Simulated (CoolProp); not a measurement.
Saturation properties of nitrogen (Tc = 126.2 K, pc = 3396 kPa, ω = 0.037).

The numbers come from the reference Helmholtz-energy equation of state, Span 2000 in CoolProp.

```csv
T (K),p (kPa),liquid density (kg/m³),enthalpy of vaporisation (kJ/kg),vapour Z,liquid conductivity (mW/(m K))
71.9,50.51,830.3,205.9,0.9738,156
76.3,89.31,810.9,200.5,0.9606,147
80.7,147.7,790.7,194.7,0.9437,138
85.1,231.1,769.6,___,0.9229,129
89.5,345.3,747.6,181.3,0.8980,121
93.9,496.3,724.3,___,0.8687,112
98.3,690.4,699.5,164.7,0.8349,103
102.7,934.0,672.6,154.7,0.7959,94.8
107.1,1234,643.0,___,0.7509,86.1
111.5,___,609.5,129.4,0.6987,77.5
115.9,2032,570.0,112.5,0.6363,68.9
```

Question: Some entries are withheld; supply them.

Answer: 
- 85.1, enthalpy of vaporisation (kJ/kg): 188.4
- 93.9, enthalpy of vaporisation (kJ/kg): 173.5
- 107.1, enthalpy of vaporisation (kJ/kg): 143.1
- 111.5, p (kPa): 1597

It boils at 77.4 K under 1 atm.

Thermal conductivity comes from a separate model (Lemmon 2004).
